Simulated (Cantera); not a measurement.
## Adiabatic ignition

An adiabatic, constant-pressure homogeneous reactor starts with 16.9 % CH₄, 18.8 % O₂, 64.3 % N₂, equivalence ratio 1.8, at 1350 K and 1350 Torr.

Cantera simulation using GRI-Mech 3.0 (53 species, 325 reactions); the numbers are that mechanism's predictions, not measurements.

| t (s) | T (K) | x CH₄ | x O₂ | x OH | x C₂H₆ | x CH₂CO |
|---|---|---|---|---|---|---|
| 7.00e-6 | 1350 | 0.169 | 0.188 | 4.03e-10 | 1.31e-11 | <1e-12 |
| 1.95e-5 | 1350 | 0.169 | 0.188 | 1.16e-9 | 3.23e-10 | <1e-12 |
| 5.45e-5 | 1350 | 0.169 | 0.188 | 4.24e-9 | 1.01e-8 | <1e-12 |
| 0.000152 | 1350 | 0.169 | 0.188 | 1.53e-8 | 4.83e-7 | 1.55e-12 |
| 0.000424 | 1350 | 0.169 | 0.188 | 3.70e-8 | 1.60e-5 | 5.68e-10 |
| 0.00118 | 1352 | 0.169 | 0.187 | 6.96e-8 | 0.000131 | 3.32e-8 |
| 0.00330 | 1370 | 0.164 | 0.185 | 3.65e-7 | 0.000945 | 2.93e-6 |
| 0.00921 | 2551 | 1.62e-11 | 4.23e-5 | 0.00216 | <1e-12 | <1e-12 |
| 0.0257 | 2550 | 1.63e-11 | 4.23e-5 | 0.00215 | <1e-12 | <1e-12 |
| 0.0717 | 2550 | 1.63e-11 | 4.23e-5 | 0.00215 | <1e-12 | <1e-12 |
| 0.200 | 2550 | 1.63e-11 | 4.23e-5 | 0.00215 | <1e-12 | <1e-12 |
x: mole fraction; the columns are a selection and need not sum to one.

The time of steepest temperature rise comes out as 4.99 ms. The temperature at 0.200 s comes out as 2550 K and the equilibrium temperature is 2550 K. The x(CH₄) at 0.200 s comes out as 1.63e-11 (gas-phase equilibrium 1.84e-11). The x(O₂) at 0.200 s is 4.23e-5 (gas-phase equilibrium 4.23e-5) and the x(OH) at 0.200 s is 0.00215 (gas-phase equilibrium 0.00215).
